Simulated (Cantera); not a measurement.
A freely propagating, adiabatic, planar premixed flame of CH₄ : C₂H₆ : C₃H₈ : O₂ : N₂ : H₂ = 1 : 0.078 : 0.13 : 3.28 : 15.8 : 0.13 (molar parts), unburnt at 425 K and 0.460 bar; mixture-averaged transport, grid criteria slope 0.08 and curve 0.16, no radiation.

Model: GRI-Mech 3.0 (53 species, 325 reactions), integrated in Cantera. GRI-Mech 3.0 was tuned for natural gas; its chemistry of propane as a main component is partial and can be far from experiment. Burning velocities carry a grid error of a few per cent, more on coarse grids.

Question: Predict: laminar burning velocity; thermal thickness; peak x(HCO); peak x(CH₂); peak x(C₂H₄).

Answer: 
```
Item                          Value
------------------------  ---------
laminar burning velocity  55.1 cm/s
thermal thickness          0.948 mm
peak x(HCO)                 3.53e-5
peak x(CH₂)                 2.27e-5
peak x(C₂H₄)                0.00199
```
